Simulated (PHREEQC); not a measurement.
4.5 g of hydrous ferric oxide (600 m²/g; 0.2 weak and 0.005 strong sites per Fe, Dzombak-Morel constants, diffuse double layer) in 1 kg of water with 0.01 mol/kgw of an inert sodium salt, at 25 °C; the pH is set by adding NaOH or the inert anion's acid. O2 is buffered at 0.21 atm. CO2 from the air is kept out. No solid was allowed to form.

Base run: PHREEQC, ion-association model, wateq4f.dat. Each further column changes one thing. The table gives surface charge σ (C/m²).

| pH | base | background salt from 0.01 to 0.001 mol/kgw | oxide from 4.5 to 22 g/kgw | 0.0011 mol/kgw CuSO4 added |
|---|---|---|---|---|
| 3 | 0.335 | 0.304 | 0.352 | 0.269 |
| 3.5 | 0.290 | 0.234 | 0.322 | 0.237 |
| 4.5 | 0.170 | 0.105 | 0.201 | 0.140 |
| 5 | 0.119 | 0.064 | 0.139 | 0.097 |
| 6 | 0.051 | 0.021 | 0.056 | 0.040 |
| 6.5 | 0.031 | 0.012 | 0.033 | 0.025 |
| 7.5 | 0.008 | 0.003 | 0.008 | 0.010 |
| 8 | 0.001 | 0.000 | 0.001 | 0.004 |
| 9 | -0.013 | -0.005 | -0.013 | -0.010 |
| 9.5 | -0.024 | -0.009 | -0.026 | -0.021 |
| 10.5 | -0.066 | -0.032 | -0.074 | -0.059 |
| 11 | -0.103 | -0.062 | -0.118 | -0.092 |

The oxide is taken as insoluble; below pH 4 it would dissolve. The database's constant for dissolved Cu(OH)2 is higher than later reviews accept.
